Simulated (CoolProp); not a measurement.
Vapour-liquid equilibrium of cyclohexane (1) + ethylbenzene (2) at 0.464 MPa; x and y are mole fractions of (1).

The numbers come from the multi-fluid Helmholtz-energy mixture model, Zhou 2014 and Zhou 2012; pair parameters Bell 2016 in CoolProp.

Question: Give the bubble temperature and the first vapour's composition at x = 0.125, 0.2, 0.575. Is there an azeotrope?

Answer: x = 0.125: 190.2 °C, y = 0.305; x = 0.2: 183.1 °C, y = 0.440; x = 0.575: 158.2 °C, y = 0.809. No azeotrope shows between x = 0.05 and 0.95.

Pair parameters are fitted to limited data, so mixtures are less certain than the pure fluids.
